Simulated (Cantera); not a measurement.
Cantera with NASA thermochemical tables; ideal gases at 1 bar, condensed phases pure. Values are per mole of reaction as written; species without (g) are pure solids or liquids, kept so even where they would boil at 1 bar.

Between 300 and 2998 K, where is each reaction favourable under standard conditions?
- 4 TiO2 + N2(g) = Ti4O7 + N2O(g)
- N2(g) + 6 TiO2 = 2 NO(g) + 2 Ti3O5


- 4 TiO2 + N2(g) = Ti4O7 + N2O(g): ΔG° is 448 kJ at 300 K and 316 kJ at 2998 K; it stays positive (K < 1). ΔH° is 450 kJ and ΔS° 45 J/K at 2998 K.
- N2(g) + 6 TiO2 = 2 NO(g) + 2 Ti3O5: ΔG° is 877 kJ at 300 K and 183 kJ at 2998 K; it stays positive (K < 1). ΔH° is 930 kJ and ΔS° 249 J/K at 2998 K.
